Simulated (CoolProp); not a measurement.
Vapour-liquid equilibrium of isobutane (1) + isobutene (2) at 0.474 MPa; x and y are mole fractions of (1).

Model: multi-fluid Helmholtz-energy mixture model, Bücker 2006 and Lemmon 2005; pair parameters Bell 2016, in CoolProp.

| x | bubble temperature (K) | y at the bubble point | dew temperature at overall composition x (K) | liquid density (mol/L) |
|---|---|---|---|---|
| 0.05 | 313.2 | 0.058 | 313.2 | 10.09 |
| 0.2 | 312.2 | 0.223 | 312.3 | 9.943 |
| 0.35 | 311.4 | 0.378 | 311.5 | 9.804 |
| 0.5 | 310.7 | 0.527 | 310.8 | 9.668 |
| 0.65 | 310.0 | 0.671 | 310.1 | 9.535 |
| 0.8 | 309.5 | 0.813 | 309.5 | 9.405 |
| 0.95 | 309.0 | 0.953 | 309.0 | 9.278 |

No azeotrope shows between x = 0.05 and 0.95.

Pair parameters are fitted to limited data, so mixtures are less certain than the pure fluids.
